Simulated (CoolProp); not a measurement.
Cyclopropane at several states: density (kg/m³) from the reference equation and from simpler models built on Tc = 398.7 K, pc = 5.605 MPa, ω = 0.131; each cubic takes its own stable root.

Computed with CoolProp (reference Helmholtz-energy equation of state, Polt 1992). This equation is an older, rougher fit.

```json
[
 {"T (K)": "345", "p (MPa)": "0.0469", "phase": "gas", "reference": "0.6912"},
 {"T (K)": "377.3", "p (MPa)": "0.438", "phase": "gas", "reference": "6.074"},
 {"T (K)": "345.9", "p (MPa)": "2.11", "phase": "gas", "reference": "41.69"},
 {"T (K)": "415.1", "p (MPa)": "1.28", "phase": "gas", "reference": "16.83"},
 {"T (K)": "383.1", "p (MPa)": "3.5", "phase": "gas", "reference": "67.72"}
]
```

Problem. How far does each simpler model (ideal gas, van der Waals, Peng-Robinson) lie from the reference over these 5 states: mean and median of the absolute difference, and the worst?

Solution. 
- ideal gas: mean 13.7 %, median 7.2 %, worst -31.7 % at 383.1 K and 3.5 MPa
- van der Waals: mean 3.5 %, median 0.8 %, worst -8.8 % at 345.9 K and 2.11 MPa
- Peng-Robinson: mean 0.7 %, median 0.3 %, worst +2.1 % at 383.1 K and 3.5 MPa
